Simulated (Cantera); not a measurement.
An isothermal, constant-pressure homogeneous reactor starts with C3H8 : H2 = 1 : 19 (molar parts), at 1175 K and 13000 Pa. Integrator tolerance rtol = 1e-08.

Computed with Cantera and GRI-Mech 3.0 (53 species, 325 reactions). GRI-Mech 3.0 was tuned for natural gas; its chemistry of propane as a main component is partial and can be far from experiment. GRI-Mech 3.0 stops at C3 and has no aromatics, soot or wall deposition, so with more carbon than oxygen in the feed, carbon stays in small species such as C2H2 where larger ones or solid carbon would form.

```csv
quantity,before,after
x(C3H8) at 100 s,3.09e-7 (gas-phase equilibrium 6.03e-9),5.13e-11 (gas-phase equilibrium 5.13e-11)
x(H2) at 100 s,0.873 (gas-phase equilibrium 0.851),0.929 (gas-phase equilibrium 0.929)
x(CH2) at 100 s,2.42e-12 (gas-phase equilibrium <1e-12),4.05e-9 (gas-phase equilibrium 4.05e-9)
x(C2H2) at 100 s,0.00637 (gas-phase equilibrium 0.000372),0.0605 (gas-phase equilibrium 0.0605)
x(C2H6) at 100 s,0.000280 (gas-phase equilibrium 1.68e-5),4.25e-7 (gas-phase equilibrium 4.25e-7)
```

### Question
Which change was made?
A) temperature 1175 to 1500 K
B) temperature 1175 to 1425 K
C) temperature 1175 to 1598 K
D) temperature 1175 to 1200 K

### Answer
C, temperature 1175 to 1598 K
